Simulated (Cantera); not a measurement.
Charge: 1 mol K2CO3, 0.047 mol H2O, held at 1.00 Torr.

Method: chemical equilibrium by Gibbs-energy minimisation in Cantera with the NASA 1993 tables (ideal gas, pure condensed phases). Candidate condensed phases: C, C6H6, C7H8, C8H18, H2O, K, KOH, KO2, K2CO3, K2O, K2O2; 116 gas species. Kinetics and transport are ignored.

Task: At 2000 K, list the 5 most abundant gas species with their mole fractions, and the condensed phases.

Result: K 0.546, CO2 0.256, O2 0.145, CO 0.0244, KOH 0.0128. Condensed: gas only.
